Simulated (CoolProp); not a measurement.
Vapour-liquid equilibrium of R142b (1) + R113 (2) at 0.178 MPa; x and y are mole fractions of (1).

Model: multi-fluid Helmholtz-energy mixture model, Lemmon 2006 and Marx 1992; pair parameters Bell 2016, in CoolProp.

```tsv
x	bubble temperature (°C)	y at the bubble point	dew temperature at overall composition x (°C)	liquid density (mol/L)
0.05	57.0	0.256	64.1	8.015
0.125	46.6	0.499	61.7	8.306
0.2	38.7	0.644	59.1	8.577
0.275	32.5	0.737	56.3	8.834
0.35	27.7	0.799	53.3	9.086
0.425	23.7	0.844	50.1	9.337
0.5	20.3	0.877	46.6	9.589
0.575	17.5	0.904	42.7	9.847
0.65	15.0	0.925	38.3	10.11
0.725	12.8	0.944	33.4	10.39
0.8	10.7	0.961	27.6	10.68
0.875	8.8	0.976	20.6	10.98
0.95	6.9	0.990	12.0	11.30
```

No azeotrope shows between x = 0.05 and 0.95.

The pair parameters rest on a limited set of measurements; away from them the model extrapolates.
